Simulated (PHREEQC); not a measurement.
Dissolve 0.0016 mol HCl, 0.019 mol AlCl3 and 0.00065 mol MgCl2 per kg of water at 80 °C. Closed to the air; pH follows from the charge balance.

Model: ion-association model, phreeqc.dat, run in PHREEQC.

This is a speciation only: nothing precipitates in the calculation.

**Question.** Estimate the pH, specific conductance, density.

**Answer.** pH 2.68; specific conductance 15700 µS/cm; density 0.974 g/cm³.

**Question.** In which forms is Al present?

**Answer.** Al+3 95 %, AlOH+2 4.7 % of the Al.

Away from 25 °C the constants follow the database's enthalpies or fits; those with neither stay at their 25 °C values.
